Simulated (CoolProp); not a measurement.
Saturation properties of hydrogen chloride.

Values from CoolProp's reference Helmholtz-energy equation of state, Thol 2018.

```csv
T (°C),p (kPa),liquid density (kg/m³),vapour density (kg/m³),enthalpy of vaporisation (kJ/kg),liquid cp (kJ/(kg K))
-22.95,(withheld),1011,28.31,358.8,1.825
-16.55,1637,989.2,34.40,346.9,(withheld)
-10.05,1973,966.1,41.70,333.8,1.921
-3.55,2357,941.7,50.33,319.8,1.988
2.85,2787,916.2,60.42,304.6,2.073
9.35,3281,888.3,72.67,287.7,2.185
15.75,(withheld),858.4,(withheld),269.2,2.337
22.25,4451,824.8,105.4,(withheld),2.561
28.65,5138,787.2,128.1,223.5,(withheld)
35.15,5916,742.1,158.4,193.8,3.550
```

Question: Fill in the missing entries.

Answer: 
- -22.95, p (kPa): 1350
- -16.55, liquid cp (kJ/(kg K)): 1.868
- 15.75, p (kPa): 3828
- 15.75, vapour density (kg/m³): 87.24
- 22.25, enthalpy of vaporisation (kJ/kg): 247.8
- 28.65, liquid cp (kJ/(kg K)): 2.909

It boils at -85.0 °C under 1 atm.
